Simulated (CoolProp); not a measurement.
Vapour-liquid equilibrium of R113 (1) + n-heptane (2) at 448.5 K; x and y are mole fractions of (1).

The numbers come from the multi-fluid Helmholtz-energy mixture model, Marx 1992 and Span 2003; pair parameters Bell 2016 in CoolProp.

```json
[
 {"x": "0.05", "bubble pressure (MPa)": "0.6924", "y at the bubble point": "0.120", "dew pressure at overall composition x (MPa)": "0.6527", "liquid density (mol/L)": "5.325"},
 {"x": "0.2", "bubble pressure (MPa)": "0.8884", "y at the bubble point": "0.383", "dew pressure at overall composition x (MPa)": "0.7432", "liquid density (mol/L)": "5.410"},
 {"x": "0.35", "bubble pressure (MPa)": "1.080", "y at the bubble point": "0.557", "dew pressure at overall composition x (MPa)": "0.8590", "liquid density (mol/L)": "5.491"},
 {"x": "0.5", "bubble pressure (MPa)": "1.266", "y at the bubble point": "0.685", "dew pressure at overall composition x (MPa)": "1.011", "liquid density (mol/L)": "5.567"},
 {"x": "0.65", "bubble pressure (MPa)": "1.449", "y at the bubble point": "0.788", "dew pressure at overall composition x (MPa)": "1.211", "liquid density (mol/L)": "5.640"},
 {"x": "0.8", "bubble pressure (MPa)": "1.631", "y at the bubble point": "0.881", "dew pressure at overall composition x (MPa)": "1.471", "liquid density (mol/L)": "5.713"},
 {"x": "0.95", "bubble pressure (MPa)": "1.817", "y at the bubble point": "0.970", "dew pressure at overall composition x (MPa)": "1.776", "liquid density (mol/L)": "5.789"}
]
```

No azeotrope shows between x = 0.05 and 0.95.

Pair parameters are fitted to limited data, so mixtures are less certain than the pure fluids.
